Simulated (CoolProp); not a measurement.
Properties of CH2F2 (R32) at several states (Tc = 351.3 K, pc = 5783 kPa, ω = 0.277).

The numbers come from the reference Helmholtz-energy equation of state, Tillner-Roth 1997 in CoolProp.

```csv
T (K),p (kPa),phase,density (kg/m³),speed of sound (m/s)
243,178,gas,___,___
277.6,191,gas,___,___
412.2,12.6,gas,0.1914,___
266.7,7180,liquid,___,___
```

### Question
Some entries are withheld; supply them.

### Answer

- 243, density (kg/m³): 4.823
- 243, speed of sound (m/s): 215.3
- 277.6, density (kg/m³): 4.443
- 277.6, speed of sound (m/s): 231.1
- 412.2, speed of sound (m/s): 279.8
- 266.7, density (kg/m³): 1098
- 266.7, speed of sound (m/s): 783.1
